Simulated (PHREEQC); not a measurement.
0.018 g of hydrous ferric oxide (600 m²/g; 0.2 weak and 0.005 strong sites per Fe, Dzombak-Morel constants, diffuse double layer) in 1 kg of water with 0.05 mol/kgw of an inert sodium salt, at 25 °C; the pH is set by adding NaOH or the inert anion's acid. O2 is buffered at 0.21 atm. The system is closed to CO2. Nothing may precipitate in this run.

The numbers come from PHREEQC with the ion-association model, wateq4f.dat.

```csv
pH,surface charge σ (C/m²),surface potential ψ (mV)
4,0.294,160
4.5,0.238,149
5,0.181,135
5.5,0.130,118
6,0.089,99
6.5,0.057,78
7,0.034,56
7.5,0.017,31
8,0.003,6
8.5,-0.010,-20
9,-0.026,-45
9.5,-0.046,-69
10,-0.074,-90
```

Complexes and solids missing from the database can't appear.
